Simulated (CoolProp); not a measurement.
Vapour-liquid equilibrium of chloromethane (R40) (1) + isobutene (2) at 1.08 MPa; x and y are mole fractions of (1).

Values from CoolProp's multi-fluid Helmholtz-energy mixture model, Thol 2014 and Lemmon 2005; pair parameters Bell 2016.

```csv
x,"bubble temperature, mixture model (°C)","bubble temperature, Raoult's law (°C)","y, mixture model","y, Raoult's law"
0.05,71.8,72.4,0.086,0.087
0.15,67.8,69.0,0.235,0.242
0.25,64.3,65.9,…,0.377
0.35,61.3,63.0,0.471,0.495
0.45,58.8,60.4,…,0.599
0.55,56.4,57.9,…,0.691
0.65,54.4,55.5,…,0.773
0.75,…,53.3,…,0.846
0.85,50.7,51.3,…,0.912
0.95,…,49.3,0.965,0.972
```

### Question
Complete the blanks.

### Answer

- 0.25, y, mixture model: 0.362
- 0.45, y, mixture model: 0.569
- 0.55, y, mixture model: 0.658
- 0.65, y, mixture model: 0.741
- 0.75, bubble temperature, mixture model (°C): 52.5
- 0.75, y, mixture model: 0.818
- 0.85, y, mixture model: 0.893
- 0.95, bubble temperature, mixture model (°C): 49.1

The largest gap from Raoult's law is -1.7 K in bubble temperature, at x = 0.35. No azeotrope shows between x = 0.05 and 0.95.

Pair parameters are fitted to limited data, so mixtures are less certain than the pure fluids.
